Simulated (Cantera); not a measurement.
An isothermal, constant-pressure homogeneous reactor starts with C2H6 : N2 = 1 : 39 (molar parts), at 1325 K and 0.970 bar.

Computed with Cantera and GRI-Mech 3.0 (53 species, 325 reactions). GRI-Mech 3.0 stops at C3 and has no aromatics, soot or wall deposition, so with more carbon than oxygen in the feed, carbon stays in small species such as C2H2 where larger ones or solid carbon would form.

**Question.** Predict: x(C2H6) at 300 s; x(C2H4) at 300 s; x(CH4) at 300 s; x(C2H2) at 300 s.

**Answer.** 
```
Quantity                                            Result
----------------  ----------------------------------------
x(C2H6) at 300 s   1.93e-6 (gas-phase equilibrium 7.42e-7)
x(C2H4) at 300 s  0.00140 (gas-phase equilibrium 0.000479)
x(CH4) at 300 s    0.00669 (gas-phase equilibrium 0.00441)
x(C2H2) at 300 s    0.0193 (gas-phase equilibrium 0.00592)
```
